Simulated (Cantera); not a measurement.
Ignition delay

Mixture: CH₄ : C₂H₆ : O₂ : N₂ = 1 : 0.04 : 2.28 : 8.56 (molar parts), at 10.0 bar, adiabatic and at constant volume. Ignition delay is the time to a rise of 400 K.

Model: GRI-Mech 3.0 (53 species, 325 reactions), integrated in Cantera.

| T0 (K) | delay (ms) |
|---|---|
| 1050 | 12.5 |
| 1125 | 4.53 |
| 1200 | 1.88 |
| 1275 | 0.837 |
| 1350 | 0.386 |
| 1425 | 0.184 |

The apparent activation energy between 1275 and 1425 K comes out as 150 kJ/mol.
